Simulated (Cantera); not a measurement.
**Adiabatic ignition**

An adiabatic, constant-pressure homogeneous reactor starts with 12.0 % CH4, 18.5 % O2, 69.5 % N2, equivalence ratio 1.3, at 1725 K and 100000 Pa.

Computed with Cantera and GRI-Mech 3.0 (53 species, 325 reactions).

| t (s) | T (K) | x CH4 | x O2 | x H2O2 | x N2O | x OH |
|---|---|---|---|---|---|---|
| 1.00e-6 | 1725 | 0.120 | 0.185 | 8.98e-9 | 2.98e-12 | 2.07e-7 |
| 2.86e-6 | 1725 | 0.120 | 0.185 | 4.56e-8 | 1.51e-11 | 2.74e-7 |
| 8.18e-6 | 1725 | 0.120 | 0.185 | 1.59e-7 | 9.22e-11 | 4.59e-7 |
| 2.34e-5 | 1725 | 0.120 | 0.185 | 3.94e-7 | 5.80e-10 | 1.14e-6 |
| 6.69e-5 | 1725 | 0.119 | 0.184 | 8.45e-7 | 3.21e-9 | 4.93e-6 |
| 0.000191 | 2356 | 0.0104 | 0.0708 | 5.34e-6 | 1.01e-7 | 0.00395 |
| 0.000547 | 2837 | <1e-12 | 0.00723 | 1.71e-7 | 2.49e-7 | 0.0199 |
| 0.00156 | 2837 | <1e-12 | 0.00649 | 1.64e-7 | 2.86e-7 | 0.0190 |
| 0.00447 | 2835 | <1e-12 | 0.00630 | 1.61e-7 | 3.02e-7 | 0.0187 |
| 0.0128 | 2835 | <1e-12 | 0.00630 | 1.61e-7 | 3.02e-7 | 0.0187 |
| 0.0366 | 2835 | <1e-12 | 0.00630 | 1.61e-7 | 3.02e-7 | 0.0187 |
| 0.105 | 2835 | <1e-12 | 0.00630 | 1.61e-7 | 3.02e-7 | 0.0187 |
| 0.299 | 2835 | <1e-12 | 0.00630 | 1.61e-7 | 3.02e-7 | 0.0187 |
| 0.856 | 2835 | <1e-12 | 0.00630 | 1.61e-7 | 3.02e-7 | 0.0187 |
| 2.45 | 2835 | <1e-12 | 0.00630 | 1.61e-7 | 3.02e-7 | 0.0187 |
| 7.00 | 2835 | <1e-12 | 0.00630 | 1.61e-7 | 3.02e-7 | 0.0187 |
x: mole fraction; the columns are a selection and need not sum to one.

```
Quantity                                                            Result
---------------------------------  ---------------------------------------
time of steepest temperature rise                                 0.192 ms
temperature at 7.00 s                                               2835 K
equilibrium temperature                                             2835 K
x(CH4) at 7.00 s                     <1e-12 (gas-phase equilibrium <1e-12)
x(O2) at 7.00 s                    0.00630 (gas-phase equilibrium 0.00630)
x(H2O2) at 7.00 s                  1.61e-7 (gas-phase equilibrium 1.61e-7)
```
